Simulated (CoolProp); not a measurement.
Vapour-liquid equilibrium of cyclopropane (1) + R134a (2) at 321.7 K; x and y are mole fractions of (1).

Model: multi-fluid Helmholtz-energy mixture model, Polt 1992 and Tillner-Roth 1994; pair parameters Bell 2016, in CoolProp. This equation is an older, rougher fit; its heat capacities, sound speeds and derivatives of the liquid may be far off and weren't checked against measurements.

```csv
x,"bubble pressure, mixture model (kPa)","bubble pressure, Raoult's law (kPa)","y, mixture model","y, Raoult's law"
0.05,(withheld),1272,(withheld),0.051
0.2,(withheld),1277,0.290,0.204
0.35,1657,1282,(withheld),0.356
0.5,1696,1287,(withheld),0.506
0.65,(withheld),1292,0.603,0.656
0.8,1603,1297,(withheld),0.804
0.95,1411,1302,0.896,0.951
```

What belongs in the gaps?


- 0.05, bubble pressure, mixture model (kPa): 1359
- 0.05, y, mixture model: 0.093
- 0.2, bubble pressure, mixture model (kPa): 1553
- 0.35, y, mixture model: 0.417
- 0.5, y, mixture model: 0.513
- 0.65, bubble pressure, mixture model (kPa): 1681
- 0.8, y, mixture model: 0.712

The largest gap from Raoult's law is +31.8 % in bubble pressure, at x = 0.5. y crosses x between x = 0.5 and 0.65: the model has an azeotrope there.

Pair parameters are fitted to limited data, so mixtures are less certain than the pure fluids.
